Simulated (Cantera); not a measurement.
Input (Python, Cantera) and output of one run.

```python
import numpy as np
import cantera as ct

gas_names = [...]  # 114 gases of nasa_gas.yaml made of C, Fe, H, O
cond_names = """
    C(gr) C6H6(L) C7H8(L) C8H18(L),n-octa Fe(a) Fe(c) Fe(d) Fe(L) FeC5O5(L) FeO(s) FeO(L) Fe(OH)2(s)
    Fe(OH)3(s) Fe2O3(s) Fe3O4(s) H2O(s) H2O(L)
""".split()


# ... load() reads the species with a 1 bar reference pressure and builds the phases ...
atoms = {
    'Fe': {'Fe': 1},
    'CO2': {'C': 1, 'O': 2},
    'H2': {'H': 2},
}
top_T = {'C(gr)': 4500, 'Fe2O3(s)': 1830, 'Fe3O4(s)': 1870}  # K; cautious upper limits of use, not melting points


# ... equilibrate(T, P, feed) seeds the gas with the atoms and calls Mixture.equilibrate('TP', solver="vcs", rtol=1e-11, max_steps=5000) ...
results = []
T = 1248.15  # K
P = 100000  # Pa
for m in [1, 1.5, 2.3, 3.3, 5, 7.4, 11, 16, 24, 36, 53, 79, 120]:
    feed = {'Fe': 1, 'CO2': 4.4, 'H2': m}  # mol
    mix = equilibrate(T, P, feed)
    results.append((T, P, feed, dict(zip(mix.species_names, mix.species_moles))))

top = {s: max(r[3][s] / sum(r[3][g] for g in gas_names) for r in results) for s in gas_names}
cols = sorted((s for s in top if top[s] > 0.0001), key=lambda s: -top[s])[:8]
seen = [c for c in cond_names if any(r[3].get(c, 0) > 1e-12 for r in results)]
print("log10 of partial pressures in bar; condensed amounts in mol")
print(f"{'n(H2)':>10s}" + "".join(f"{s[:9]:>10s}" for s in cols + seen))
for T, P, feed, n in results:
    ng = sum(n[g] for g in gas_names)
    print(f"{feed['H2']:10.4g}" + "".join(f"{np.log10(max(n[s] / ng * P / 1e5, 1e-99)):10.3f}" for s in cols)
          + "".join(f"{n.get(c, 0):10.4g}" for c in seen))
```

It prints:

```
log10 of partial pressures in bar; condensed amounts in mol
     n(H2)        H2       CO2        CO       H2O       CH4     Fe(c)    FeO(s)
         1    -1.270    -0.303    -0.499    -0.881    -7.196         0         1
       1.5    -1.057    -0.388    -0.474    -0.778    -6.633         0         1
       2.3    -0.841    -0.511    -0.458    -0.701    -6.047         0         1
       3.3    -0.672    -0.647    -0.461    -0.666    -5.580         0         1
         5    -0.503    -0.841    -0.489    -0.662    -5.102         0         1
       7.4    -0.371    -1.061    -0.544    -0.696    -4.727         0         1
        11    -0.266    -1.315    -0.625    -0.764    -4.427         0         1
        16    -0.219    -1.458    -0.743    -0.743    -4.425         1         0
        24    -0.150    -1.764    -0.861    -0.861    -4.219         1         0
        36    -0.102    -2.084    -0.997    -0.997    -4.074         1         0
        53    -0.070    -2.399    -1.139    -1.138    -3.979         1         0
        79    -0.048    -2.731    -1.294    -1.292    -3.912         1         0
       120    -0.032    -3.084    -1.463    -1.460    -3.865         1         0
```

Method: chemical equilibrium by Gibbs-energy minimisation in Cantera with the NASA 1993 tables (ideal gas, pure condensed phases). The tables' stoichiometric FeO is somewhat more stable than real wüstite, so its field is too wide. FeO: taken at fixed stoichiometry.
